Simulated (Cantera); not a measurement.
A freely propagating, adiabatic, planar premixed flame of H2 : O2 : N2 : H2O = 1 : 0.633 : 2.38 : 0.014 (molar parts), unburnt at 350 K and 1.10 bar; mixture-averaged transport, grid criteria slope 0.08 and curve 0.16, no radiation.

Computed with Cantera and the H2/O2 subset of GRI-Mech 3.0, which has no nitrogen chemistry. Burning velocities carry a grid error of a few per cent, more on coarse grids.

### Question
Predict: laminar burning velocity; thermal thickness; peak x(HO2); peak x(OH); peak x(O).

### Answer
```
Item                         Value
------------------------  --------
laminar burning velocity  209 cm/s
thermal thickness         0.315 mm
peak x(HO2)               0.000477
peak x(OH)                  0.0128
peak x(O)                  0.00945
```
